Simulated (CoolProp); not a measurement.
Vapour-liquid equilibrium of R152A (1) + isobutene (2) at 20.55 °C; x and y are mole fractions of (1).

The numbers come from the multi-fluid Helmholtz-energy mixture model, Outcalt 1996 and Lemmon 2005; pair parameters Bell 2016 in CoolProp.

```
x      bubble pressure, mixture model (kPa)  bubble pressure, Raoult's law (kPa)  y, mixture model  y, Raoult's law
-----  ------------------------------------  -----------------------------------  ----------------  ---------------
0.05                                  309.3                                278.7             0.170            0.094
0.125                                 361.5                                297.9             0.327            0.219
0.2                                     ___                                317.0             0.428            0.329
0.275                                 432.8                                336.2             0.500            0.427
0.35                                  457.4                                355.4             0.556            0.514
0.425                                 477.2                                374.6               ___            0.592
0.5                                     ___                                393.8             0.644            0.662
0.575                                 506.3                                412.9               ___            0.726
0.65                                  516.8                                432.1             0.725            0.785
0.725                                   ___                                451.3             0.768            0.838
0.8                                   529.8                                470.5               ___            0.887
0.875                                 531.2                                489.7             0.873            0.932
0.95                                    ___                                508.8               ___            0.974
```

Question: Complete the blanks.

Answer: 
- 0.2, bubble pressure, mixture model (kPa): 401.6
- 0.425, y, mixture model: 0.602
- 0.5, bubble pressure, mixture model (kPa): 493.2
- 0.575, y, mixture model: 0.684
- 0.725, bubble pressure, mixture model (kPa): 524.7
- 0.8, y, mixture model: 0.816
- 0.95, bubble pressure, mixture model (kPa): 527.7
- 0.95, y, mixture model: 0.943

The largest gap from Raoult's law is +28.7 % in bubble pressure, at x = 0.275. y crosses x between x = 0.8 and 0.875: the model has an azeotrope there.

The pair parameters rest on a limited set of measurements; away from them the model extrapolates.
